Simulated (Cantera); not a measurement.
A closed system holds: 1 mol Si, 4.9 mol SF₆, 22 mol N₂, at 0.133 bar.

These are equilibrium values from Cantera (NASA tables, ideal gas, pure condensed phases), not measurements of a reactor. Candidate condensed phases: S, Si, Si₃N₄; 29 gas species. The tables' values for SF₃, SF₅ are old estimates; treat these amounts as uncertain. Kinetics and transport are ignored.

Problem. At 950 °C, list the 4 most abundant gas species with their mole fractions, and the condensed phases.

Solution. N₂ 0.788, SF₆ 0.104, SF₄ 0.0713, SiF₄ 0.0358. Condensed: gas only.
